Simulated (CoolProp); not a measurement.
Properties of dimethyl ether along the isobar 0.101 MPa (Tc = 400.4 K, pc = 5.337 MPa, ω = 0.196).

Model: reference Helmholtz-energy equation of state, Wu 2011, in CoolProp.

```tsv
T (K)	phase	density (kg/m³)	cp (kJ/(kg K))	isothermal compressibility (1/MPa)	fugacity coefficient
201.8	liquid	796.3	2.149	0.0009278	0.07560
219.4	liquid	773.8	2.173	0.001120	0.2313
237	liquid	750.6	2.209	0.001366	0.5806
254.7	gas	2.273	1.390	10.26	0.9678
272.3	gas	2.109	1.415	10.17	0.9750
289.9	gas	1.970	1.449	10.11	0.9801
307.6	gas	1.850	1.488	10.07	0.9839
325.2	gas	1.744	1.531	10.04	0.9867
342.8	gas	1.651	1.578	10.01	0.9889
360.4	gas	1.568	1.627	9.997	0.9905
378.1	gas	1.492	1.677	9.983	0.9919
```
